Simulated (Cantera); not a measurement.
Input (Python, Cantera) and output of one run.

```python
import numpy as np
import cantera as ct

gas_names = """
    N F2 NF3
""".split()
cond_names = """

""".split()


# ... load() reads the species with a 1 bar reference pressure and builds the phases ...
species = {s.name: s for s in load("nasa_gas.yaml", gas_names) + load("nasa_condensed.yaml", cond_names)}
# Each term lists the table entries of one substance; the one whose range holds T is used.
reactions = {
    '2 N(g) + 3 F2(g) = 2 NF3(g)':
        [(-2, ['N']), (-3, ['F2']), (2, ['NF3'])],
}


def pick(names, T):
    return next(species[n] for n in names if species[n].thermo.min_temp <= T <= species[n].thermo.max_temp)


results = []
for label, terms in reactions.items():
    print(label)
    print("     T/K   dH/kJ  dS/(J/K)   dG/kJ   log10 K")
    for T in [300, 373, 573, 773, 973, 1173, 1373, 1573, 1773, 1973, 2173, 2373]:
        used = [(nu, pick(names, T)) for nu, names in terms]
        dH = sum(nu * s.thermo.h(T) for nu, s in used) / 1e6
        dS = sum(nu * s.thermo.s(T) for nu, s in used) / 1e3
        dG = dH - T * dS / 1e3
        logK = -dG * 1e6 / (ct.gas_constant * T * np.log(10))
        results.append((label, T, dH, dS, dG, logK, [s.name for _, s in used]))
        print(f"{T:8g} {dH:8.1f} {dS:8.1f} {dG:8.1f} {logK:8.2f}")
```

Output:

```
2 N(g) + 3 F2(g) = 2 NF3(g)
     T/K   dH/kJ  dS/(J/K)   dG/kJ   log10 K
     300  -1208.8   -393.5  -1090.7   189.91
     373  -1210.5   -398.6  -1061.8   148.69
     573  -1212.6   -403.3   -981.5    89.47
     773  -1212.5   -403.3   -900.8    60.87
     973  -1211.4   -402.0   -820.3    44.03
    1173  -1209.8   -400.5   -740.0    32.95
    1373  -1207.8   -399.0   -660.1    25.11
    1573  -1205.7   -397.5   -580.4    19.27
    1773  -1203.3   -396.0   -501.1    14.76
    1973  -1200.6   -394.6   -422.0    11.17
    2173  -1197.7   -393.2   -343.2     8.25
    2373  -1194.6   -391.8   -264.7     5.83
```

Cantera with NASA thermochemical tables; ideal gases at 1 bar, condensed phases pure. Condensed species are held in their standard states even where they would react or evaporate.
